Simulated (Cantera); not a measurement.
Feed: 1 mol V, 0.29 mol NH3, at 10000 Pa.

Equilibrium computed with Cantera from the NASA thermochemical tables; the gas is ideal and each condensed phase is pure. Candidate condensed phases: V, VN; 11 gas species. Mutual solubility and eutectic melting of coexisting phases are not modelled. VN: taken at fixed stoichiometry. Condensed phases not in the tables: V2N, N, O or C dissolved in the metal. The numbers say what is thermodynamically allowed, not how fast it happens.

x: gas mole fraction; n: condensed amount in mol.

```json
[
 {"T (°C)": "1950", "x H2": "0.736", "x N2": "0.246", "x H": "0.0174", "x V": "0.000465", "x VN": "1.16e-7", "x N": "…", "n V(l)": "0.997", "n VN(s)": "0.00266"},
 {"T (°C)": "2000", "x H2": "0.730", "x N2": "0.247", "x H": "0.0227", "x V": "0.000820", "x VN": "2.04e-7", "x N": "…", "n V(l)": "1.000", "n VN(s)": "0"},
 {"T (°C)": "2050", "x H2": "0.723", "x N2": "0.246", "x H": "0.0293", "x V": "0.00141", "x VN": "3.50e-7", "x N": "…", "n V(l)": "0.999", "n VN(s)": "0"},
 {"T (°C)": "2100", "x H2": "0.716", "x N2": "0.245", "x H": "0.0374", "x V": "0.00236", "x VN": "5.85e-7", "x N": "…", "n V(l)": "0.999", "n VN(s)": "0"},
 {"T (°C)": "2150", "x H2": "0.706", "x N2": "0.243", "x H": "0.0471", "x V": "0.00387", "x VN": "9.55e-7", "x N": "…", "n V(l)": "0.998", "n VN(s)": "0"},
 {"T (°C)": "2200", "x H2": "0.694", "x N2": "0.241", "x H": "0.0587", "x V": "0.00621", "x VN": "1.52e-6", "x N": "…", "n V(l)": "0.996", "n VN(s)": "0"},
 {"T (°C)": "2250", "x H2": "0.679", "x N2": "0.239", "x H": "0.0724", "x V": "0.00977", "x VN": "2.38e-6", "x N": "…", "n V(l)": "0.994", "n VN(s)": "0"},
 {"T (°C)": "2300", "x H2": "0.661", "x N2": "0.235", "x H": "0.0883", "x V": "0.0151", "x VN": "3.65e-6", "x N": "…", "n V(l)": "0.991", "n VN(s)": "0"},
 {"T (°C)": "2350", "x H2": "0.640", "x N2": "0.231", "x H": "0.107", "x V": "0.0229", "x VN": "5.49e-6", "x N": "…", "n V(l)": "0.986", "n VN(s)": "0"},
 {"T (°C)": "2400", "x H2": "0.613", "x N2": "0.226", "x H": "0.127", "x V": "0.0342", "x VN": "8.08e-6", "x N": "…", "n V(l)": "0.978", "n VN(s)": "0"},
 {"T (°C)": "2450", "x H2": "0.582", "x N2": "0.219", "x H": "0.149", "x V": "0.0502", "x VN": "1.17e-5", "x N": "…", "n V(l)": "0.967", "n VN(s)": "0"},
 {"T (°C)": "2500", "x H2": "0.544", "x N2": "0.210", "x H": "0.173", "x V": "0.0727", "x VN": "1.66e-5", "x N": "…", "n V(l)": "0.950", "n VN(s)": "0"},
 {"T (°C)": "2550", "x H2": "0.499", "x N2": "0.199", "x H": "0.198", "x V": "0.104", "x VN": "2.30e-5", "x N": "…", "n V(l)": "0.924", "n VN(s)": "0"},
 {"T (°C)": "2600", "x H2": "0.446", "x N2": "0.186", "x H": "0.222", "x V": "0.146", "x VN": "3.12e-5", "x N": "…", "n V(l)": "0.886", "n VN(s)": "0"}
]
```

Problem. What belongs in the gaps?

Solution. 
- 1950, x N: 2.57e-8
- 2000, x N: 4.55e-8
- 2050, x N: 7.86e-8
- 2100, x N: 1.32e-7
- 2150, x N: 2.18e-7
- 2200, x N: 3.52e-7
- 2250, x N: 5.57e-7
- 2300, x N: 8.65e-7
- 2350, x N: 1.32e-6
- 2400, x N: 1.97e-6
- 2450, x N: 2.88e-6
- 2500, x N: 4.15e-6
- 2550, x N: 5.85e-6
- 2600, x N: 8.07e-6
